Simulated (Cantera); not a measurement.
# Thermodynamics of oxide etching and cleaning by halides, feed CaO + HF + H₂

A closed system holds: 1 mol CaO, 8.2 mol HF, 11 mol H₂, equilibrated at 1598.15 K and 48.0 mbar.

Method: chemical equilibrium by Gibbs-energy minimisation in Cantera with the NASA 1993 tables (ideal gas, pure condensed phases). Candidate condensed phases: Ca, CaF₂, CaO, Ca(OH)₂, H₂O; 29 gas species. Kinetics and transport are ignored.

```
Property                             Result
--------------------------------  ---------
x(H₂)                                 0.604
x(HF)                                 0.341
x(H₂O)                               0.0549
x(CaF₂)                            0.000317
x(H)                               0.000189
n(CaF₂(s))                        0.994 mol
gas amount                        18.21 mol
log10 activity of Ca(l) (absent)     -11.03
```
